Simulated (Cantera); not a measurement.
Charge: 1 mol CO, 2.7 mol H2, equilibrated at 2000 K and 13.3 mbar.

Method: chemical equilibrium by Gibbs-energy minimisation in Cantera with the NASA 1993 tables (ideal gas, pure condensed phases). Candidate condensed phases: C, C6H6, C7H8, C8H18, H2O; 110 gas species. Rates play no part.

Base state: H2 0.719, CO 0.269, H 0.0119 (mole fractions); condensed: gas only.

Q: What changes in the equilibrium state with this change: temperature from 2000 K to 1100 K?

A: 
```csv
species,before,after
H2,0.719,0.729
CO,0.269,0.270
CH4,1.92e-7,0.000255
H,0.0119,1.91e-7
CO2,3.76e-7,8.58e-5
H2O,4.61e-6,0.000235
"C(graphite), mol",0,0.000244
```
